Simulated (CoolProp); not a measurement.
Computed with CoolProp (reference Helmholtz-energy equation of state, Thol 2015).

Question: Give the vapour pressure (MPa), liquid density (kg/m³), vapour density (kg/m³), surface tension (mN/m) of saturated octamethylcyclotetrasiloxane (D4) at 149.45, 162.35, 175.25 °C.

Answer: 
| T (°C) | p (MPa) | liquid density (kg/m³) | vapour density (kg/m³) | surface tension (mN/m) |
|---|---|---|---|---|
| 149.45 | 0.0493 | 801 | 4.36 | 9.11 |
| 162.35 | 0.0712 | 784 | 6.20 | 8.25 |
| 175.25 | 0.100 | 766 | 8.62 | 7.41 |

Surface tension comes from a separate correlation (Mulero 2014), older than this fluid's equation and unchecked against measurements.
